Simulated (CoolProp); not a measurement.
Vapour-liquid equilibrium of propylene (1) + propane (2) at 0.107 MPa; x and y are mole fractions of (1).

Computed with CoolProp (multi-fluid Helmholtz-energy mixture model, Lemmon 2013 and Lemmon 2009; pair parameters Bell 2016).

| x | bubble temperature (°C) | y at the bubble point | dew temperature at overall composition x (°C) | liquid density (mol/L) |
|---|---|---|---|---|
| 0.05 | -41.3 | 0.068 | -41.2 | 13.20 |
| 0.125 | -42.0 | 0.164 | -41.7 | 13.30 |
| 0.2 | -42.6 | 0.253 | -42.2 | 13.39 |
| 0.275 | -43.1 | 0.335 | -42.7 | 13.49 |
| 0.35 | -43.6 | 0.414 | -43.2 | 13.58 |
| 0.425 | -44.1 | 0.488 | -43.7 | 13.68 |
| 0.5 | -44.5 | 0.559 | -44.1 | 13.78 |
| 0.575 | -44.9 | 0.628 | -44.6 | 13.88 |
| 0.65 | -45.2 | 0.695 | -45.0 | 13.98 |
| 0.725 | -45.5 | 0.761 | -45.3 | 14.08 |
| 0.8 | -45.8 | 0.826 | -45.7 | 14.18 |
| 0.875 | -46.0 | 0.891 | -46.0 | 14.29 |
| 0.95 | -46.3 | 0.956 | -46.3 | 14.39 |

No azeotrope shows between x = 0.05 and 0.95.

Pair parameters are fitted to limited data, so mixtures are less certain than the pure fluids.
